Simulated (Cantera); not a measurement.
Feed: 1 mol CH3Cl, 0.49 mol CH4, 2.1 mol H2, equilibrated at 13300 Pa.

These are equilibrium values from Cantera (NASA tables, ideal gas, pure condensed phases), not measurements of a reactor. Candidate condensed phases: C, C6H6, C7H8, C8H18; 91 gas species. Rates play no part. All values below are at 1725 K.

Base state: H2 0.803, HCl 0.197, H 0.000456, Cl 8.65e-5, CH4 8.58e-5, C2H2 (acetylene) 7.39e-5 (mole fractions); condensed: C(graphite).

**Question.** What changes in the equilibrium state with this change: pressure from 13300 Pa to 280 Pa?

**Answer.** 
```
species             before     after
----------------  --------  --------
H2                   0.803     0.800
HCl                  0.197     0.196
H                 0.000456   0.00314
CH4                8.58e-5   1.79e-6
Cl                 8.65e-5  0.000595
C2H2 (acetylene)   7.39e-5   7.37e-5
C(graphite), mol      1.49      1.49
```
